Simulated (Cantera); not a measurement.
An isothermal, constant-pressure homogeneous reactor starts with 1.09 % CH₄, 96.2 % H₂, 2.76 % H, at 2200 K and 10.5 Torr.

Cantera simulation using GRI-Mech 3.0 (53 species, 325 reactions); the numbers are that mechanism's predictions, not measurements. GRI-Mech 3.0 stops at C3 and has no aromatics, soot or wall deposition, so with more carbon than oxygen in the feed, carbon stays in small species such as C2H2 where larger ones or solid carbon would form. Radical loss at walls, strong at low pressure, is not modelled.

One state of this run: x CH₄ = 0.00825; x H₂ = 0.964; x H = 0.0249; x CH₃ = 0.00260; x C₂H₆ = 1.63e-7. x: mole fraction; the columns are a selection and need not sum to one.

Problem. Which value of t (s) does it belong to?
A) 1.50e-5
B) 0.0474
C) 0.000843
D) 0.00632

Solution. A, 1.50e-5
